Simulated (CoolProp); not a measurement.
Ethanol along the isotherm 564.3 K: density (kg/m³) from the reference equation and from simpler models built on Tc = 514.7 K, pc = 62.68 bar, ω = 0.644; each cubic takes its own stable root.

Model: reference Helmholtz-energy equation of state, Schroeder 2014, in CoolProp.

```json
[
 {"p (bar)": "0.991", "phase": "gas", "reference": "0.9760"},
 {"p (bar)": "2.04", "phase": "gas", "reference": "2.016"},
 {"p (bar)": "4.18", "phase": "gas", "reference": "4.158"},
 {"p (bar)": "8.58", "phase": "gas", "reference": "8.655"},
 {"p (bar)": "17.6", "phase": "gas", "reference": "18.30"},
 {"p (bar)": "36.2", "phase": "gas", "reference": "40.46"},
 {"p (bar)": "74.3", "phase": "supercritical", "reference": "103.9"},
 {"p (bar)": "153", "phase": "supercritical", "reference": "379.8"},
 {"p (bar)": "313", "phase": "supercritical", "reference": "516.8"}
]
```

Question: How far does each simpler model (ideal gas, van der Waals, Redlich-Kwong, Soave-Redlich-Kwong, Peng-Robinson) lie from the reference over these 9 states: mean and median of the absolute difference, and the worst?

Answer: 
- ideal gas: mean 17.0 %, median 5.6 %, worst -60.5 % at 564.3 K and 153 bar
- van der Waals: mean 8.9 %, median 1.6 %, worst -31.8 % at 564.3 K and 313 bar
- Redlich-Kwong: mean 6.0 %, median 2.2 %, worst -16.4 % at 564.3 K and 313 bar
- Soave-Redlich-Kwong: mean 5.8 %, median 1.2 %, worst -25.0 % at 564.3 K and 153 bar
- Peng-Robinson: mean 5.3 %, median 2.2 %, worst -18.8 % at 564.3 K and 153 bar
